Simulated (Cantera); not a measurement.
Cantera run:

```python
import numpy as np
import cantera as ct

gas_names = """
    H H2 N NH NH2 NH3 N2 N2H2 N2H4 Si SiH SiH2 SiH3 SiH4 SiN Si2 Si2N Si3
""".split()
cond_names = """
    Si(cr) Si(L) Si3N4(a)
""".split()


# ... load() reads the species with a 1 bar reference pressure and builds the phases ...
atoms = {
    'Si3N4': {'Si': 3, 'N': 4},
    'H2': {'H': 2},
}
top_T = {'Si3N4(a)': 2400}  # K; cautious upper limits of use, not melting points


# ... equilibrate(T, P, feed) seeds the gas with the atoms and calls Mixture.equilibrate('TP', solver="vcs", rtol=1e-11, max_steps=5000) ...
results = []
feed = {'Si3N4': 1, 'H2': 32}  # mol
T = 1273.15  # K
P = 1400  # Pa
mix = equilibrate(T, P, feed)
results.append((T, P, feed, dict(zip(mix.species_names, mix.species_moles))))
x = sorted(zip(gas.X, gas.species_names), reverse=True)
print(f"T = {T:g} K  P = {P:g} Pa  gas = {mix.phase_moles(0):.4g} mol")
print("   x: " + "  ".join(f"{s} {v:.3e}" for v, s in x if v > 0.001))
print("   condensed (mol): " + ("  ".join(f"{mix.phase(i).name} {mix.phase_moles(i):.4g}"
      for i in range(1, mix.n_phases) if mix.phase_moles(i) > 1e-12) or "none"))
```

Result:

```
T = 1273.15 K  P = 1400 Pa  gas = 32 mol
   x: H2 1.000e+00
   condensed (mol): Si(cr) 0.0008263  Si3N4(a) 0.9997
```

Method: chemical equilibrium by Gibbs-energy minimisation in Cantera with the NASA 1993 tables (ideal gas, pure condensed phases). Mutual solubility and eutectic melting of coexisting phases are not modelled.
